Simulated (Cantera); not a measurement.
A Cantera script and its output.

```python
import numpy as np
import cantera as ct

gas = ct.Solution("h2o2.yaml")
gas.TPX = 1200, 48000, {'H2': 0.69, 'O2': 1, 'N2': 8.6}
reactor = ct.IdealGasConstPressureReactor(gas, energy="off", clone=False)
net = ct.ReactorNet([reactor])
net.rtol, net.atol = 1e-08, 1e-18
show = ['H2', 'O2', 'H', 'H2O2', 'HO2']
times = np.geomspace(9e-06, 5, 12)

steps = ct.SolutionArray(gas, extra=["t"])
rows = []
print(f"{'t/s':>10s}{'T/K':>9s}{'P/Pa':>11s}" + "".join(f"{s:>11s}" for s in show))
for t in times:
    while net.time < t:
        t_next = net.step()
        steps.append(gas.state, t=t_next)
    rows.append([np.interp(t, steps.t, y) for y in (steps.T, steps.P, *steps(*show).X.T)])
    print(f"{t:10.3e}{rows[-1][0]:9.1f}{rows[-1][1]:11.4g}" + "".join(f"{x:11.3e}" for x in rows[-1][2:]))
rate = np.gradient(steps.T, steps.t)
print("integrator steps:", len(steps.t))
if steps.T.max() > steps.T[0] + 200:
    print(f"time of steepest temperature rise: {steps.t[rate.argmax()]:.4e} s")
gas.TPX = 1200, 48000, {'H2': 0.69, 'O2': 1, 'N2': 8.6}
gas.equilibrate("TP")
print(f"equilibrium (TP): T = {gas.T:.1f} K  " + "  ".join(f"{s} {gas[s].X[0]:.3e}" for s in show))
```

It prints:

```
       t/s      T/K       P/Pa         H2         O2          H       H2O2        HO2
 9.000e-06   1200.0    4.8e+04  6.706e-02  9.718e-02  2.131e-09  1.738e-12  2.017e-09
 2.996e-05   1200.0    4.8e+04  6.706e-02  9.718e-02  2.141e-08  2.104e-11  8.207e-09
 9.971e-05   1200.0    4.8e+04  6.703e-02  9.717e-02  1.156e-05  2.739e-09  1.152e-06
 3.319e-04   1200.0    4.8e+04  3.560e-03  6.617e-02  6.689e-03  2.107e-06  1.917e-05
 1.105e-03   1200.0    4.8e+04  2.375e-04  6.578e-02  6.480e-05  1.005e-06  8.654e-06
 3.677e-03   1200.0    4.8e+04  1.789e-05  6.584e-02  1.330e-06  2.188e-07  1.382e-06
 1.224e-02   1200.0    4.8e+04  1.676e-06  6.585e-02  6.459e-08  4.761e-08  2.089e-07
 4.074e-02   1200.0    4.8e+04  2.545e-07  6.586e-02  5.800e-09  1.180e-08  4.301e-08
 1.356e-01   1200.0    4.8e+04  5.775e-08  6.586e-02  7.431e-10  3.291e-09  1.161e-08
 4.513e-01   1200.0    4.8e+04  1.623e-08  6.586e-02  1.189e-10  1.007e-09  4.764e-09
 1.502e+00   1200.0    4.8e+04  6.416e-09  6.586e-02  2.994e-11  3.944e-10  3.821e-09
 5.000e+00   1200.0    4.8e+04  5.008e-09  6.586e-02  2.037e-11  2.968e-10  3.894e-09
integrator steps: 1765
equilibrium (TP): T = 1200.0 K  H2 4.991e-09  O2 6.586e-02  H 2.026e-11  H2O2 2.955e-10  HO2 3.896e-09
```

Computed with Cantera and the H2/O2 subset of GRI-Mech 3.0, which has no nitrogen chemistry. The temperature is held fixed by assumption; the heat of reaction is taken as removed at once.
